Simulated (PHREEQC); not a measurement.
Make-up at 79 °C: 0.015 mol/kgw HBr, 7.2e-05 mol/kgw FeCl3 and 8.6e-05 mol/kgw MgCl2. Closed to the air; pH follows from the charge balance.

Computed with PHREEQC (ion-association model, phreeqc.dat).

```
quantity                   before    after
------------------------  -------  -------
pH                           1.87     1.87
ionic strength (mol/kgw)   0.0156   0.0158
FeOH+2 (mol/kgw)          5.38e-5  5.37e-5
Fe+3 (mol/kgw)            1.28e-5  1.28e-5
Fe(OH)2+ (mol/kgw)        5.01e-6  4.99e-6
FeCl+2 (mol/kgw)          3.27e-7  4.70e-7
SI of Goethite (FeOOH)      +2.89    +2.89
SI of Hematite (Fe2O3)      +8.00    +8.00
```

Problem. Name the change that produced these shifts.
A) MgCl2 from 8.6e-05 to 0.000172 mol/kgw
B) HBr replaced by NH4Br at the same molality
C) diluted 5-fold with water
D) diluted 2-fold with water
E) HBr left out

Solution. A, MgCl2 from 8.6e-05 to 0.000172 mol/kgw

No solid was allowed to form. Some of these states are supersaturated (in Hematite (slow to form), Goethite (slow to form), for instance). Away from 25 °C the constants follow the database's enthalpies or fits; those with neither stay at their 25 °C values.
